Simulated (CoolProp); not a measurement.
A Linde-Hampson liquefier for methane: isothermal reversible compression at 280 K from 1 atm to 10 MPa, throttling to 1 atm, return gas leaving the recuperator 5 K below the feed. Each further row changes one setting.

Model: reference Helmholtz-energy equation of state, Setzmann 1991, in CoolProp.

| case | liquid yield per pass | compression work (kJ/kg of gas) |
|---|---|---|
| as stated | … | 636 |
| high pressure 20 MPa | … | … |
| warm-end temperature 310 K | … | 716 |
| warm-end gap 10 K | … | 636 |

**Question.** Fill in the missing entries.

**Answer.** 
- as stated, liquid yield per pass: 0.123
- high pressure 20 MPa, liquid yield per pass: 0.229
- high pressure 20 MPa, compression work (kJ/kg of gas): 714
- warm-end temperature 310 K, liquid yield per pass: 0.087
- warm-end gap 10 K, liquid yield per pass: 0.112
